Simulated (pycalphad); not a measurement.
All values are pycalphad results on the COST 507 light-alloy database (1999) (1 atm), not direct measurements. The database dates from 1999; later assessments differ in places, in temperatures and in the compounds included. Amounts are mole fractions of atoms. Kinetics are ignored, which matters at the lower temperatures.

Give the equilibrium state of Ti-3.75Hf-0.39B (at.%) at 1750 K.


```
T = 1750.00 K, P = 101325 Pa, N = 1 mol of atoms
G = -107098 J/mol, H = 48467 J/mol, S = 88.89 J/(mol K)  (SER reference)
chemical potentials (J/mol): Ti -103916, Hf -178679, B -201026
phase             fraction      x(Ti)      x(Hf)       x(B)
BCC_A2              0.9964     0.9602     0.0376     0.0021
BM                  0.0036     0.4963     0.0037     0.5000
```

Give the equilibrium state of Ti-3.75Hf-0.39B (at.%) at 950 K.

hcp, fraction 0.994, with 3.8 Hf, 0.09 B at.%; BM, fraction 0.006, with 0.21 Hf, 50.0 B at.%.

Database names, with the compositions (at.%) that they take in these runs: BM: Ti 50 B 50. BCC_A2 is bcc.
